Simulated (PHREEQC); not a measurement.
Dissolve 0.85 mol KBr per kg of water at 20 °C. Closed to the air; pH follows from the charge balance.

Equilibrium calculation in PHREEQC: ion-association model, phreeqc.dat.

This is a speciation only: nothing precipitates in the calculation.

What activity of water, density does the model give?

activity of water 0.971; density 1.068 g/cm³.

Caution: at this ionic strength the ion-association model is outside its range; a Pitzer model would be the better tool where its parameters exist.
